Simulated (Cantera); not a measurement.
A closed system holds: 1 mol SiC, 4.2 mol H2O, a varied amount of H2, held at 1348 K and 0.0133 bar.

These are equilibrium values from Cantera (NASA tables, ideal gas, pure condensed phases), not measurements of a reactor. Candidate condensed phases: C, C6H6, C7H8, C8H18, H2O, Si, SiC, SiO2; 123 gas species. The tables hold silica as quartz up to 1696 K and as liquid above; real silica turns to tridymite and cristobalite and melts near 1996 K. Rates play no part.

Question: At 59 mol H2, list the 5 most abundant gas species with their mole fractions, and the condensed phases.

Answer: H2 0.966, H2O 0.0185, CO 0.0154, CO2 0.000151, H 1.97e-5. Condensed: SiO2(β-quartz).
